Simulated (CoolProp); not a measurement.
Values from CoolProp's reference Helmholtz-energy equation of state, Polt 1992. This equation is an older, rougher fit.

### Question
For cyclopropane, give the phase and the Z, cp (kJ/(kg K)), Joule-Thomson coefficient (K/MPa), isothermal compressibility (1/MPa) at 113.15 °C and 665 kPa; 185.45 °C and 665 kPa.

### Answer
- 113.15 °C and 665 kPa: gas; Z 0.953, cp 1.84, Joule-Thomson coefficient 9.59, isothermal compressibility 1.58
- 185.45 °C and 665 kPa: gas; Z 0.973, cp 2.13, Joule-Thomson coefficient 5.04, isothermal compressibility 1.55
